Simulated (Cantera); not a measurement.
A perfectly stirred reactor is fed with C₂H₆ : N₂ = 1 : 2.8 (molar parts), at 9.75 Torr; it is held at 1200 K, and followed from long to short residence time.

Cantera simulation using GRI-Mech 3.0 (53 species, 325 reactions); the numbers are that mechanism's predictions, not measurements. GRI-Mech 3.0 stops at C3 and has no aromatics, soot or wall deposition, so with more carbon than oxygen in the feed, carbon stays in small species such as C2H2 where larger ones or solid carbon would form. Radical loss at walls, strong at low pressure, is not modelled.

x: mole fraction; the columns are a selection and need not sum to one.

```json
[
 {"τ (s)": "12", "x C₂H₆": "0.00328", "x H₂": "0.252", "x C₂H₂": "0.116", "x C₂H₄": "0.0459", "x CH₃": "4.60e-5", "x CH₄": "0.0503"},
 {"τ (s)": "3.6", "x C₂H₆": "0.00942", "x H₂": "0.216", "x C₂H₂": "0.0824", "x C₂H₄": "0.0792", "x CH₃": "7.61e-5", "x CH₄": "0.0558"},
 {"τ (s)": "1.1", "x C₂H₆": "0.0271", "x H₂": "0.173", "x C₂H₂": "0.0453", "x C₂H₄": "0.110", "x CH₃": "0.000129", "x CH₄": "0.0555"},
 {"τ (s)": "0.33", "x C₂H₆": "?", "x H₂": "?", "x C₂H₂": "?", "x C₂H₄": "0.111", "x CH₃": "?", "x CH₄": "?"},
 {"τ (s)": "0.099", "x C₂H₆": "0.158", "x H₂": "0.0684", "x C₂H₂": "0.00400", "x C₂H₄": "0.0695", "x CH₃": "0.000287", "x CH₄": "0.0191"},
 {"τ (s)": "0.030", "x C₂H₆": "0.225", "x H₂": "0.0251", "x C₂H₂": "0.000529", "x C₂H₄": "0.0266", "x CH₃": "0.000298", "x CH₄": "0.00570"},
 {"τ (s)": "0.0090", "x C₂H₆": "?", "x H₂": "?", "x C₂H₂": "?", "x C₂H₄": "?", "x CH₃": "?", "x CH₄": "?"}
]
```

Task: Some entries are withheld; supply them.

Result: 
- 0.33, x C₂H₆: 0.0749
- 0.33, x H₂: 0.125
- 0.33, x C₂H₂: 0.0171
- 0.33, x CH₃: 0.000210
- 0.33, x CH₄: 0.0416
- 0.0090, x C₂H₆: 0.254
- 0.0090, x H₂: 0.00624
- 0.0090, x C₂H₂: 3.17e-5
- 0.0090, x C₂H₄: 0.00662
- 0.0090, x CH₃: 0.000214
- 0.0090, x CH₄: 0.00117
